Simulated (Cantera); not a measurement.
What does this Cantera script print?

```python
import numpy as np
import cantera as ct

gas_names = """
    H H2 N NH NH2 NH3 N2 N2H2 N2H4 Si SiH SiH2 SiH3 SiH4 SiN Si2 Si2N Si3
""".split()
cond_names = """
    Si(cr) Si(L) Si3N4(a)
""".split()


# ... load() reads the species with a 1 bar reference pressure and builds the phases ...
atoms = {
    'Si3N4': {'Si': 3, 'N': 4},
    'H2': {'H': 2},
}
top_T = {'Si3N4(a)': 2400}  # K; cautious upper limits of use, not melting points


# ... equilibrate(T, P, feed) seeds the gas with the atoms and calls Mixture.equilibrate('TP', solver="vcs", rtol=1e-11, max_steps=5000) ...
results = []
feed = {'Si3N4': 1, 'H2': 0.33}  # mol
P = 800000  # Pa
for T in [2598, 2648, 2698, 2748, 2798, 2848, 2898, 2948, 2998]:
    mix = equilibrate(T, P, feed)
    results.append((T, P, feed, dict(zip(mix.species_names, mix.species_moles))))

top = {s: max(r[3][s] / sum(r[3][g] for g in gas_names) for r in results) for s in gas_names}
cols = sorted((s for s in top if top[s] > 0.001), key=lambda s: -top[s])[:6]
seen = [c for c in cond_names if any(r[3].get(c, 0) > 1e-12 for r in results)]
print("log10 of partial pressures in bar; condensed amounts in mol")
print(f"{'T/K':>10s}" + "".join(f"{s[:9]:>10s}" for s in cols + seen))
for T, P, feed, n in results:
    ng = sum(n[g] for g in gas_names)
    print(f"{T:10.4g}" + "".join(f"{np.log10(max(n[s] / ng * P / 1e5, 1e-99)):10.3f}" for s in cols)
          + "".join(f"{n.get(c, 0):10.4g}" for c in seen))
```

Output:

```
log10 of partial pressures in bar; condensed amounts in mol
       T/K        N2        H2         H        Si       SiH       SiN     Si(L)
      2598     0.835     0.044    -1.398    -2.017    -2.636    -2.659     2.994
      2648     0.834     0.041    -1.312    -1.870    -2.520    -2.541     2.992
      2698     0.834     0.038    -1.230    -1.728    -2.409    -2.428     2.989
      2748     0.833     0.035    -1.151    -1.592    -2.302    -2.319     2.986
      2798     0.832     0.030    -1.075    -1.460    -2.199    -2.215     2.982
      2848     0.830     0.026    -1.002    -1.333    -2.101    -2.114     2.976
      2898     0.829     0.020    -0.932    -1.211    -2.007    -2.017     2.969
      2948     0.827     0.013    -0.866    -1.092    -1.916    -1.923      2.96
      2998     0.824     0.005    -0.802    -0.978    -1.830    -1.833     2.949
```

Cantera equilibrium calculation (NASA polynomials, part measured and part estimated; ideal gas, pure solids and liquids). The tables' values for SiN are old estimates; treat these amounts as uncertain. Gases not in the tables: Si2H6 and higher silanes.
